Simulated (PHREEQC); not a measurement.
Solution (25 °C): 0.0076 mol/kgw CsOH, 0.0062 mol/kgw H3BO3 and 0.00058 mol/kgw K2CO3. Closed to the air; pH follows from the charge balance.

Computed with PHREEQC (ion-association model, wateq4f.dat).

The ionic strength comes out as 0.00928 mol/kgw. What activity coefficients do OH-, CO3-2, Cs+, HCO3-, K+ get?

OH- 0.90, CO3-2 0.68, Cs+ 0.91, HCO3- 0.91, K+ 0.90.

This is a speciation only: nothing precipitates in the calculation.
